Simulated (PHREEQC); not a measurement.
1 kg of water holding 0.35 mol/kgw K2SO4 and 0.55 mol/kgw MgSO4 is evaporated at 20 °C; the solids stay in contact with the brine. No CO2 enters from the air. The run lets Arcanite, Brucite, Epsomite, Hexahydrite, Kieserite, Leonite, Misenite, Schoenite precipitate or redissolve, and no other solid.

Equilibrium calculation in PHREEQC: Pitzer model, pitzer.dat.

```
water left (kg)  ionic strength  water activity  Schoenite (mol)  Epsomite (mol)  Arcanite (mol)
---------------  --------------  --------------  ---------------  --------------  --------------
1                          3.25           0.978                0               0               0
0.8219                     3.95           0.974                0               0               0
0.5552                     5.85             [?]                0               0               0
0.4563                     6.85           0.955                0               0             [?]
0.3005                     8.42           0.944           0.0712               0             [?]
0.2342                     8.42           0.944              [?]               0             [?]
0.142                      9.59           0.935            0.270               0               0
0.1084                     10.7           0.923            0.298               0               0
0.0499                     12.7           0.896            0.332          0.0730               0
0.02346                    12.7           0.896            0.342           0.140               0
```

Question: Fill in the missing entries.

Answer: 
- 0.5552, water activity: 0.961
- 0.4563, Arcanite (mol): 0.0412
- 0.3005, Arcanite (mol): 0.0735
- 0.2342, Schoenite (mol): 0.177
- 0.2342, Arcanite (mol): 0.0131

Species that the database lacks are ignored.
